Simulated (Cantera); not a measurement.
Feed: 1 mol c-C4F8, held at 2948 K.

Method: chemical equilibrium by Gibbs-energy minimisation in Cantera with the NASA 1993 tables (ideal gas, pure condensed phases). Candidate condensed phases: C; 13 gas species. The feed counts by its element totals alone. Gases not in the tables: C2F6 and larger saturated fluorocarbons. The numbers say what is thermodynamically allowed, not how fast it happens.

Problem. Which condensed phases are stable at each of these points (P (Pa)): 1, 10, 100, 1000, 10000, 100000?

Solution. 
| P (Pa) | condensed phases | C condensed (%) |
|---|---|---|
| 1 | gas only | 0.0 |
| 10 | gas only | 0.0 |
| 100 | gas only | 0.0 |
| 1000 | C(graphite) | 60.7 |
| 10000 | C(graphite) | 42.1 |
| 100000 | C(graphite) | 22.7 |

From 1.00 Pa to 1.00 mbar nothing is condensed. From 10.0 mbar to 1.00 bar the condensed part is C(graphite).
